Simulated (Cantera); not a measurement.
**Premixed flame**

A freely propagating, adiabatic, planar premixed flame of CO : H2 : O2 : N2 = 1 : 0.077 : 0.612 : 2.3 (molar parts), equivalence ratio 0.88, unburnt at 325 K and 1.38 atm; mixture-averaged transport, grid criteria slope 0.08 and curve 0.16, no radiation.

Computed with Cantera and GRI-Mech 3.0 (53 species, 325 reactions). Burning velocities carry a grid error of a few per cent, more on coarse grids.

```
z (mm)  T (K)  u (m/s)    x CO      x H2    x O2      x NO    x CO2    x NO2
------  -----  -------  ------  --------  ------  --------  -------  -------
-1.59     325    0.406   0.251    0.0193   0.153     <1e-8    <1e-8    <1e-8
-1.06     325    0.406   0.251    0.0191   0.153     <1e-8  6.67e-8    <1e-8
-0.795    325    0.406   0.251    0.0187   0.154     <1e-8  8.80e-7    <1e-8
-0.530    327    0.408   0.251    0.0176   0.154     <1e-8  1.50e-5    <1e-8
-0.265    388    0.482   0.249    0.0134   0.153   4.54e-8  0.00165  1.18e-7
-0.133    705    0.867   0.229   0.00907   0.141   1.27e-6   0.0208  8.50e-8
0        1176     1.41   0.180   0.00408   0.112   5.47e-6   0.0743    <1e-8
0.133    1487     1.74   0.129   0.00145  0.0815   1.38e-5    0.134  1.34e-8
0.265    1666     1.92  0.0972   0.00115  0.0649   2.36e-5    0.173  1.78e-8
0.530    1848     2.10  0.0742   0.00115  0.0542   4.00e-5    0.201  2.53e-8
1.06     2003     2.25  0.0602  0.000942  0.0482   6.43e-5    0.218  3.99e-8
2.12     2127     2.37  0.0473  0.000697  0.0427  0.000110    0.234  6.95e-8
4.24     2223     2.45  0.0358  0.000499  0.0376  0.000206    0.248  1.27e-7
```
x: mole fraction of selected species; z is measured from the peak of heat release.

```
Quantity                     Result
------------------------  ---------
laminar burning velocity  40.6 cm/s
thermal thickness          0.530 mm
grid points                     125
```
